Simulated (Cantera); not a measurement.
A closed system holds: 1 mol (CH₃)₂SiCl₂, 0.62 mol C₃H₈, 250 mol H₂, at 1875 K and 2000 Pa.

Cantera equilibrium calculation (NASA polynomials, part measured and part estimated; ideal gas, pure solids and liquids). Candidate condensed phases: C, C₆H₆, C₇H₈, C₈H₁₈, Si, SiC; 109 gas species. The feed counts by its element totals alone. Equilibrium is a limit: real reactors are often held back by kinetics, nucleation or transport.

Base state: H₂ 0.987, HCl 0.00774, H 0.00461, C₂H₂ (acetylene) 0.000313, Cl 2.73e-5, Si 1.52e-5, CH₄ 1.18e-5 (mole fractions); condensed: C(graphite) + SiC(s).

Question: What changes in the equilibrium state with this change: temperature from 1875 K to 1700 K?

Answer: 
```
species             before    after
----------------  --------  -------
H₂                   0.987    0.991
HCl                0.00774  0.00778
H                  0.00461  0.00104
C₂H₂ (acetylene)  0.000313  7.27e-5
Si                 1.52e-5  5.03e-7
Cl                 2.73e-5  6.33e-6
CH₄                1.18e-5  2.15e-5
C(graphite), mol      2.70     2.82
SiC(s), mol          0.993    0.999
```
